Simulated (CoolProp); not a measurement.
n-hexane at 413.03 K and 0.0479 MPa is compressed adiabatically to 0.258 MPa with isentropic efficiency 0.7. Each further row changes one setting.

Computed with CoolProp (reference Helmholtz-energy equation of state, Thol 2019).

```json
[
 {"case": "as stated", "work (kJ/kg)": "97.0", "final temperature (K)": "457.9", "final density (kg/m³)": "6.11"},
 {"case": "efficiency 1", "work (kJ/kg)": "67.9", "final temperature (K)": "445.7", "final density (kg/m³)": "6.30"},
 {"case": "efficiency 0.65", "work (kJ/kg)": "104", "final temperature (K)": "461.0", "final density (kg/m³)": "6.06"}
]
```
